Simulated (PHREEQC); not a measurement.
A solution holds 0.065 mol CuCl2, 0.00056 mol H2SO4 and 0.001 mol H3BO3 per kg of water, at 25 °C. Closed to the air; pH follows from the charge balance.

Equilibrium calculation in PHREEQC: ion-association model, phreeqc.dat.

This is a speciation only: nothing precipitates in the calculation.

Problem. Order these Cu species by the share of Cu that they hold, largest first: CuCl+, Cu+2, CuSO4, CuCl2.

Solution. Cu+2 (89 %), CuCl+ (9.9 %), CuSO4 (0.45 %), CuCl2 (0.33 %)

Problem. Order these S species by the share of S that they hold, largest first: CuSO4, SO4-2, HSO4-.

Solution. CuSO4 (53 %), SO4-2 (46 %), HSO4- (1.6 %)

The pH is 3.05 and the ionic strength 0.182 mol/kgw.
